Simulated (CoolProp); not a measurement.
R11 at 298.15 K and 0.288 MPa flows at 0.084 m/s in a round tube of 20 mm bore and 45 µm roughness, fully developed (64/Re and Nu = 3.66 if laminar; Colebrook and Gnielinski if turbulent). Each further row changes one setting.

Values from CoolProp's reference Helmholtz-energy equation of state, Jacobsen 1992.

| case | Reynolds number | Darcy friction factor | pressure drop (Pa/m) | heat-transfer coefficient (W/(m² K)) | mass flow (kg/h) |
|---|---|---|---|---|---|
| as stated | ___ | 0.0386 | ___ | ___ | ___ |
| velocity 0.168 m/s | 11400 | ___ | 34.7 | 348 | 281 |
| diameter 40 mm | 11400 | 0.0316 | ___ | 168 | ___ |

Task: Fill in the missing entries.

Result: 
- as stated, Reynolds number: 5720
- as stated, pressure drop (Pa/m): 10.0
- as stated, heat-transfer coefficient (W/(m² K)): 175
- as stated, mass flow (kg/h): 140
- velocity 0.168 m/s, Darcy friction factor: 0.0333
- diameter 40 mm, pressure drop (Pa/m): 4.12
- diameter 40 mm, mass flow (kg/h): 561

Viscosity comes from a separate model (Klein 1997), an estimate that may be off by 10 % or more. Thermal conductivity comes from a separate model (McLinden 2000), an estimate that may be off by 10 % or more.
